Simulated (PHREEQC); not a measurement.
**Spent oxide etchant: speciation**

A solution holds 0.28 mol/kgw HF, 9.3e-05 mol/kgw (NH4)2SiF6 and 0.00019 mol/kgw HBF4, at 9.5 °C. Closed to the air; pH follows from the charge balance.

Computed with PHREEQC (ion-association model, phreeqc.dat).

Each row changes one thing in this solution. Precipitation was switched off in this run.

| case | pH | ionic strength (mol/kgw) | HF (mol/kgw) | F- (mol/kgw) | HF2- (mol/kgw) |
|---|---|---|---|---|---|
| as made | 1.69 | 0.0231 | 0.247 | 0.0124 | 0.0101 |
| HBF4 replaced by (CH3)4NF at the same molality | 1.70 | 0.0231 | 0.247 | 0.0126 | 0.0102 |
| HBF4 left out | 1.70 | 0.0230 | 0.247 | 0.0125 | 0.0102 |
| diluted 10-fold with water | 2.33 | 0.00500 | 0.0227 | 0.00460 | 0.000345 |
| (NH4)2SiF6 replaced by NaBF4 at the same molality | 1.69 | 0.0229 | 0.247 | 0.0124 | 0.0101 |
| (NH4)2SiF6 left out | 1.69 | 0.0228 | 0.247 | 0.0124 | 0.0101 |
| temperature from 9.5 to 60 °C | 1.86 | 0.0159 | (withheld) | 0.00724 | 0.00817 |
| HBF4 from 0.00019 to 0.00095 mol/kgw | 1.69 | 0.0235 | (withheld) | 0.0123 | 0.0100 |
| HF from 0.28 to 0.42 mol/kgw | 1.56 | 0.0318 | 0.371 | 0.0141 | 0.0172 |

What belongs in the gaps?


- temperature from 9.5 to 60 °C, HF (mol/kgw): 0.256
- HBF4 from 0.00019 to 0.00095 mol/kgw, HF (mol/kgw): 0.248

Complexes and solids missing from the database can't appear. Away from 25 °C the constants follow the database's enthalpies or fits; those with neither stay at their 25 °C values. SiF6-2 is the database's only silicon fluoride. Real BF4- forms and hydrolyses slowly; the run takes it at equilibrium.
